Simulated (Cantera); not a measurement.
## Pyrogenic steam for wet oxidation

An isothermal, constant-pressure homogeneous reactor starts with H₂ : O₂ : N₂ = 0.56 : 1 : 4.4 (molar parts), equivalence ratio 0.28, at 1098 K and 47000 Pa.

Computed with Cantera and GRI-Mech 3.0 (53 species, 325 reactions). The temperature is held fixed by assumption; the heat of reaction is taken as removed at once.

```tsv
t (s)	x H₂	x O₂	x NO₂	x HO₂	x NO	x N₂O
1.00e-5	0.0940	0.168	<1e-12	6.80e-10	<1e-12	<1e-12
3.35e-5	0.0940	0.168	<1e-12	3.50e-9	<1e-12	<1e-12
0.000112	0.0939	0.168	<1e-12	1.18e-6	<1e-12	<1e-12
0.000376	0.00397	0.128	1.35e-9	4.60e-5	1.25e-6	3.10e-8
0.00126	0.000404	0.127	2.76e-8	1.31e-5	1.25e-6	4.54e-8
0.00422	6.29e-5	0.127	6.98e-8	2.91e-6	1.21e-6	4.95e-8
0.0141	5.48e-6	0.127	7.91e-8	3.73e-7	1.20e-6	5.13e-8
0.0474	2.37e-7	0.127	4.95e-8	4.56e-8	1.23e-6	5.21e-8
0.159	1.57e-8	0.127	2.26e-8	9.74e-9	1.26e-6	5.25e-8
0.532	3.57e-9	0.127	1.10e-8	3.18e-9	1.27e-6	5.25e-8
1.78	1.09e-9	0.127	1.00e-8	1.93e-9	1.27e-6	5.12e-8
5.97	5.59e-10	0.127	1.64e-8	2.08e-9	1.26e-6	4.66e-8
20.0	5.12e-10	0.127	1.92e-8	2.18e-9	1.26e-6	3.36e-8
```
x: mole fraction; the columns are a selection and need not sum to one.

Equilibrium at this temperature and pressure: H₂ 5.10e-10, O₂ 0.127, NO₂ 9.92e-7, HO₂ 2.19e-9, NO 6.46e-5, N₂O 3.31e-9 (gas phase only).
